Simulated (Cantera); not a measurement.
# Adiabatic ignition

An adiabatic, constant-pressure homogeneous reactor starts with 7.75 % C₃H₈, 19.4 % O₂, 72.9 % N₂, equivalence ratio 2.0, at 1125 K and 23000 Pa.

Detailed kinetics in Cantera: GRI-Mech 3.0 (53 species, 325 reactions). GRI-Mech 3.0 was tuned for natural gas; its chemistry of propane as a main component is partial and can be far from experiment.

```
t (s)     T (K)  x C₃H₈     x O₂     x CH₄      x OH     x CH₃       x H
--------  -----  ------  -------  --------  --------  --------  --------
2.00e-6    1125  0.0775    0.194  6.18e-11  2.24e-11   6.42e-8  5.27e-10
4.31e-6    1125  0.0775    0.194  2.87e-10  1.03e-10   1.39e-7   1.53e-9
9.28e-6    1125  0.0775    0.194   1.35e-9  2.97e-10   3.07e-7   3.34e-9
2.00e-5    1125  0.0775    0.194   6.48e-9  5.68e-10   6.91e-7   5.47e-9
4.31e-5    1125  0.0775    0.194   3.14e-8  8.90e-10   1.56e-6   6.80e-9
9.28e-5    1125  0.0775    0.194   1.53e-7   1.66e-9   3.49e-6   7.53e-9
0.000200   1125  0.0775    0.194   7.39e-7   4.71e-9   7.83e-6   1.01e-8
0.000431   1125  0.0775    0.194   3.65e-6   1.64e-8   1.82e-5   2.05e-8
0.000928   1125  0.0774    0.194   1.85e-5   4.07e-8   4.15e-5   4.25e-8
0.00200    1125  0.0772    0.194   7.61e-5   4.43e-8   6.01e-5   4.42e-8
0.00431    1125  0.0768    0.193  0.000220   4.77e-8   6.21e-5   4.69e-8
0.00928    1124  0.0757    0.193  0.000549   5.54e-8   6.32e-5   5.49e-8
0.0200     1125  0.0732    0.192   0.00135   7.60e-8   6.60e-5   7.82e-8
0.0431     1131  0.0651    0.187   0.00383   1.96e-7   8.37e-5   2.20e-7
0.0928     2268  <1e-12  5.49e-6  3.13e-12  0.000641  2.46e-12   0.00586
0.200      2265  <1e-12  6.44e-6  2.24e-12  0.000692  1.91e-12   0.00633
```
x: mole fraction; the columns are a selection and need not sum to one.

```yaml
time_of_steepest_temperature_rise: 62.2 ms
temperature at 0.200 s: 2265 K
equilibrium_temperature: 2266 K
x(C₃H₈) at 0.200 s: <1e-12 (gas-phase equilibrium <1e-12)
x(O₂) at 0.200 s: 6.44e-6 (gas-phase equilibrium 6.47e-6)
x(CH₄) at 0.200 s: 2.24e-12 (gas-phase equilibrium 2.45e-12)
```
